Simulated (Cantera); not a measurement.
Feed: 1 mol C2H5OH, 0.16 mol CO2, 0.24 mol N2, equilibrated at 0.100 bar.

These are equilibrium values from Cantera (NASA tables, ideal gas, pure condensed phases), not measurements of a reactor. Candidate condensed phases: C, C6H6, C7H8, C8H18, H2O; 169 gas species. Ions and electrons are included (thermal ionisation). The numbers say what is thermodynamically allowed, not how fast it happens. All values below are at 4500 K.

Base state: H 0.712, CO 0.158, C 0.0879, N2 0.0233, CN 0.00645, N 0.00435, H2 0.00424, C2 0.00266 (mole fractions); condensed: gas only.

Task: What changes in the equilibrium state with this change: CO2 from 0.16 to 5.4 mol?

Result: 
```
species    before     after
-------  --------  --------
CO          0.158     0.411
H           0.712     0.330
O         9.84e-5     0.241
C          0.0879   9.29e-5
N2         0.0233    0.0114
C2        0.00266   2.97e-9
O2          <1e-9  0.000470
C3       0.000266     <1e-9
C2H       9.43e-5     <1e-9
CO2       3.64e-8  0.000231
```
